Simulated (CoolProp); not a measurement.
Vapour-liquid equilibrium of benzene (1) + n-dodecane (2) at 0.177 MPa; x and y are mole fractions of (1).

Model: multi-fluid Helmholtz-energy mixture model, Thol 2012 and Lemmon 2004; pair parameters Bell 2016, in CoolProp.

### Question
Give the bubble temperature and the first vapour's composition at x = 0.05, 0.5, 0.8. Is there an azeotrope?

### Answer
x = 0.05: 496.4 K, y = 0.338; x = 0.5: 400.4 K, y = 0.979; x = 0.8: 381.1 K, y = 0.996. No azeotrope shows between x = 0.05 and 0.95.

Pair parameters are fitted to limited data, so mixtures are less certain than the pure fluids.
